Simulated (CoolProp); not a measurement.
Neopentane at several states: density (kg/m³) from the reference equation and from simpler models built on Tc = 433.7 K, pc = 3196 kPa, ω = 0.196; each cubic takes its own stable root.

Model: reference Helmholtz-energy equation of state, Lemmon 2006, in CoolProp. It is a short technical equation, of lower accuracy than the large ones.

| T (K) | p (kPa) | phase | reference |
|---|---|---|---|
| 475.1 | 110 | gas | 2.027 |
| 438.5 | 51.6 | gas | 1.027 |
| 451.3 | 303 | gas | 5.998 |
| 321.8 | 529 | liquid | 557.5 |
| 333 | 6950 | liquid | 559.4 |
| 410.2 | 627 | gas | 14.49 |

Task: How far does each simpler model (van der Waals, Redlich-Kwong, Soave-Redlich-Kwong, Peng-Robinson) lie from the reference over these 6 states: mean and median of the absolute difference, and the worst?

Result: 
- van der Waals: mean 22.1 %, median 0.9 %, worst -97.1 % at 321.8 K and 529 kPa
- Redlich-Kwong: mean 2.8 %, median 0.1 %, worst -9.5 % at 321.8 K and 529 kPa
- Soave-Redlich-Kwong: mean 1.9 %, median 0.0 %, worst -6.4 % at 321.8 K and 529 kPa
- Peng-Robinson: mean 2.4 %, median 0.6 %, worst +7.2 % at 333 K and 6950 kPa

At some of these states van der Waals gives the other phase, because its saturation line lies elsewhere.
